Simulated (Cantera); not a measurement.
A perfectly stirred reactor is fed with CO : O2 : H2O : N2 = 0.0014 : 0.015 : 0.00016 : 1 (molar parts), equivalence ratio 0.047, at 7500 Torr; it is held at 1375 K, and followed from long to short residence time.

Computed with Cantera and GRI-Mech 3.0 (53 species, 325 reactions).

x: mole fraction; the columns are a selection and need not sum to one.

| τ (s) | x CO | x O2 | x H2O | x H2 | x OH |
|---|---|---|---|---|---|
| 5.1 | 9.59e-6 | 0.0141 | 0.000157 | 3.30e-9 | 9.59e-7 |
| 2.0 | 2.03e-5 | 0.0141 | 0.000157 | 6.18e-9 | 1.14e-6 |
| 0.77 | (withheld) | 0.0141 | 0.000157 | (withheld) | (withheld) |
| 0.30 | (withheld) | 0.0141 | 0.000157 | (withheld) | (withheld) |
| 0.12 | 0.000191 | 0.0142 | 0.000156 | 4.95e-8 | 1.70e-6 |
| 0.045 | 0.000379 | 0.0143 | 0.000156 | 9.54e-8 | 1.88e-6 |
| 0.017 | 0.000658 | 0.0144 | 0.000156 | 1.58e-7 | 2.03e-6 |
| 0.0068 | 0.000947 | 0.0145 | 0.000156 | 2.08e-7 | 2.07e-6 |
| 0.0026 | 0.00118 | 0.0147 | 0.000156 | 2.11e-7 | 1.93e-6 |
| 0.0010 | 0.00132 | 0.0147 | 0.000156 | 1.32e-7 | 1.43e-6 |

Task: Fill in the missing entries.

Result: 
- 0.77, x CO: 4.39e-5
- 0.77, x H2: 1.23e-8
- 0.77, x OH: 1.33e-6
- 0.30, x CO: 9.39e-5
- 0.30, x H2: 2.50e-8
- 0.30, x OH: 1.52e-6
